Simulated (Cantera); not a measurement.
A closed system holds: 1 mol Al, 60 mol N₂, 3.9 mol H₂, equilibrated at 5.93 Torr.

Cantera equilibrium calculation (NASA polynomials, part measured and part estimated; ideal gas, pure solids and liquids). Candidate condensed phases: Al, AlN; 13 gas species. Equilibrium is a limit: real reactors are often held back by kinetics, nucleation or transport.

### Question
Which condensed phases are stable at each of these points (T (°C)): 327, 527, 727, 927, 1127, 1327, 1527, 1727, 1927?

### Answer
```tsv
T (°C)	condensed phases	Al condensed (%)
327	AlN(s)	100.0
527	AlN(s)	100.0
727	AlN(s)	100.0
927	AlN(s)	100.0
1127	AlN(s)	100.0
1327	AlN(s)	100.0
1527	AlN(s)	97.2
1727	gas only	0.0
1927	gas only	0.0
```

From 327 °C to 1527 °C the condensed part is AlN(s). From 1727 °C to 1927 °C nothing is condensed.
